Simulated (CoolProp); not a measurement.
Vapour-liquid equilibrium of R113 (1) + acetone (2) at 152.35 °C; x and y are mole fractions of (1).

Computed with CoolProp (multi-fluid Helmholtz-energy mixture model, Marx 1992 and Lemmon 2006; pair parameters Bell 2016).

| x | bubble pressure (kPa) | y at the bubble point | dew pressure at overall composition x (kPa) | liquid density (mol/L) |
|---|---|---|---|---|
| 0.05 | 1244 | 0.076 | 1228 | 10.24 |
| 0.125 | 1305 | 0.173 | 1275 | 9.742 |
| 0.2 | 1354 | 0.256 | 1321 | 9.285 |
| 0.275 | 1392 | 0.328 | 1364 | 8.866 |
| 0.35 | 1420 | 0.394 | 1402 | 8.481 |
| 0.425 | 1439 | 0.455 | 1431 | 8.130 |
| 0.5 | 1450 | 0.514 | 1448 | 7.811 |
| 0.575 | 1453 | 0.572 | 1453 | 7.522 |
| 0.65 | 1447 | 0.632 | 1444 | 7.262 |
| 0.725 | 1432 | 0.694 | 1422 | 7.029 |
| 0.8 | 1407 | 0.762 | 1390 | 6.821 |
| 0.875 | 1370 | 0.839 | 1349 | 6.635 |
| 0.95 | 1317 | 0.929 | 1304 | 6.470 |

y crosses x between x = 0.5 and 0.575: the model has an azeotrope there.

Pair parameters are fitted to limited data, so mixtures are less certain than the pure fluids.
